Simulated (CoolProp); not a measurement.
Model: reference Helmholtz-energy equation of state, Lemmon 2006, in CoolProp. It is a short technical equation, of lower accuracy than the large ones.

Q: For nitrous oxide, give the phase and the cv (kJ/(kg K)), Joule-Thomson coefficient (K/MPa) at 410.6 K and 83.3 kPa; 425.4 K and 50.3 kPa.

A: 
- 410.6 K and 83.3 kPa: gas; cv 0.789, Joule-Thomson coefficient 5.30
- 425.4 K and 50.3 kPa: gas; cv 0.800, Joule-Thomson coefficient 4.90
